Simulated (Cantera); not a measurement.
Adiabatic ignition

An adiabatic, constant-volume homogeneous reactor starts with 38.7 % CO, 6.96 % H2, 11.4 % O2, 42.9 % N2, equivalence ratio 2.0, at 1225 K and 248 Torr.

Model: GRI-Mech 3.0 (53 species, 325 reactions), integrated in Cantera.

```csv
t (s),T (K),P (bar),x CO,x H2,x O2,x NO,x CO2,x N2O
2.00e-6,1225,0.330,0.387,0.0696,0.114,<1e-12,2.19e-9,<1e-12
9.28e-6,1225,0.330,0.387,0.0696,0.114,<1e-12,1.26e-8,<1e-12
4.31e-5,1225,0.330,0.387,0.0696,0.114,<1e-12,2.62e-7,<1e-12
0.000200,1411,0.378,0.349,0.0136,0.0657,8.44e-7,0.0403,1.51e-8
0.000928,2622,0.654,0.275,0.0136,0.0158,0.000646,0.143,9.02e-8
0.00431,2794,0.688,0.270,0.0131,0.0104,0.00558,0.153,2.14e-7
0.0200,2793,0.688,0.270,0.0131,0.0102,0.00619,0.153,2.21e-7
0.0928,2793,0.688,0.270,0.0131,0.0102,0.00619,0.153,2.21e-7
0.431,2793,0.688,0.270,0.0131,0.0102,0.00619,0.153,2.21e-7
2.00,2793,0.688,0.270,0.0131,0.0102,0.00619,0.153,2.21e-7
```
x: mole fraction; the columns are a selection and need not sum to one.

```yaml
time_of_steepest_temperature_rise: 0.200 ms
temperature at 2.00 s: 2793 K
equilibrium_temperature: 2793 K
x(CO) at 2.00 s: 0.270 (gas-phase equilibrium 0.270)
x(H2) at 2.00 s: 0.0131 (gas-phase equilibrium 0.0131)
x(O2) at 2.00 s: 0.0102 (gas-phase equilibrium 0.0102)
```
